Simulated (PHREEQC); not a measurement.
3.4 g of hydrous ferric oxide (600 m²/g; 0.2 weak and 0.005 strong sites per Fe, Dzombak-Morel constants, diffuse double layer) in 1 kg of water with 0.001 mol/kgw of an inert sodium salt and 1.3e-05 mol CaCl2, at 25 °C; the pH is set by adding NaOH or the inert anion's acid. O2 is buffered at 0.21 atm. CO2 from the air is kept out. Nothing may precipitate in this run.

Base run: PHREEQC, ion-association model, wateq4f.dat. Each further column changes one thing. The table gives surface charge σ (C/m²).

```csv
pH,base,background salt from 0.001 to 0.0001 mol/kgw,oxide from 3.4 to 17 g/kgw,0.0018 mol/kgw CuCl2 added
4,0.154,0.132,0.230,0.207
5.5,0.036,…,0.054,0.076
6.5,0.012,0.005,0.014,0.035
8,0.000,0.000,0.000,0.006
9.5,-0.009,…,-0.010,-0.009
10.5,-0.031,-0.021,…,-0.029
12,-0.208,-0.204,-0.236,-0.139
```

Q: Fill in the missing entries.

A: 
- 5.5, background salt from 0.001 to 0.0001 mol/kgw: 0.020
- 9.5, background salt from 0.001 to 0.0001 mol/kgw: -0.004
- 10.5, oxide from 3.4 to 17 g/kgw: -0.043

 In at least one series the solution becomes supersaturated in solids that the run did not let form, among them Cu(OH)2. The database's constant for dissolved Cu(OH)2 is higher than later reviews accept.
